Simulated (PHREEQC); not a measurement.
Solution A (23 mmol/kgw NH4HF2, 0.07 mmol/kgw (NH4)2SiF6, 0.052 mmol/kgw H3AsO4 and 5.5 mmol/kgw H2SO4) is mixed with solution B (0.0021 mol H2SeO3 and 0.043 mol Na3PO4 per kg of water) at 50 °C; shares are by mass of water, 1 kg in all. No oxygen is let in. The system is closed to CO2. Only these solids could form: SiO2(a), Mirabilite.

Computed with PHREEQC (ion-association model, wateq4f.dat).

Question: Predict pH at share of solution B = 0.1, 0.7, 0.8.

Answer: 
```csv
share of solution B,pH
0.1,3.29
0.7,10.85
0.8,11.13
```

H3PO4, which wateq4f.dat lacks, is added to it with the constant of phreeqc.dat. At this temperature some constants are extrapolated from 25 °C, and those without enthalpy data are left unchanged. SiF6-2 is the database's only silicon fluoride.
